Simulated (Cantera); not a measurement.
A closed system holds: 1 mol BF3, 0.17 mol NH3, held at 727 °C and 27.0 mbar.

Equilibrium computed with Cantera from the NASA thermochemical tables; the gas is ideal and each condensed phase is pure. Candidate condensed phases: B, BN; 31 gas species. The numbers say what is thermodynamically allowed, not how fast it happens.

Base state: BF3 0.743, H2 0.185, N2 0.0617, HF 0.0106, BHF2 7.20e-5 (mole fractions); condensed: BN(s).

What changes in the equilibrium state with this change: NH3 from 0.17 to 0.11 mol?


```json
[
 {"species": "BF3", "before": "0.743", "after": "0.817"},
 {"species": "H2", "before": "0.185", "after": "0.131"},
 {"species": "N2", "before": "0.0617", "after": "0.0437"},
 {"species": "HF", "before": "0.0106", "after": "0.00865"},
 {"species": "BHF2", "before": "7.20e-5", "after": "6.84e-5"},
 {"species": "BN(s), mol", "before": "0.00468", "after": "0.00349"}
]
```
